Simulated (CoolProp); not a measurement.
The fluid at 491.49 K and 1.54 MPa expands adiabatically to 0.124 MPa with isentropic efficiency 0.85. The same conditions are run with several fluids, on thermodynamics alone (safety and materials aside).

Model: reference Helmholtz-energy equation of state of each fluid (R143a: Lemmon and Jacobsen 2000; R123: Younglove 1994; R404A: Lemmon 2003; the fluoroketone C6F12O (FK-5-1-12): McLinden 2015; propylene: Lemmon 2013), in CoolProp. Blends and air are pseudo-pure fits.

```tsv
fluid	work (kJ/kg)	final temperature (K)	final density (kg/m³)
R143a	91.7	…	3.08
R123	49.3	419.4	…
R404A	79.5	414.2	…
the fluoroketone C6F12O (FK-5-1-12)	…	…	10.5
propylene	180	398.0	1.59
```

### Question
Complete the blanks.

### Answer

- R143a, final temperature (K): 409.1
- R123, final density (kg/m³): 5.53
- R404A, final density (kg/m³): 3.54
- the fluoroketone C6F12O (FK-5-1-12), work (kJ/kg): 24.3
- the fluoroketone C6F12O (FK-5-1-12), final temperature (K): 458.1
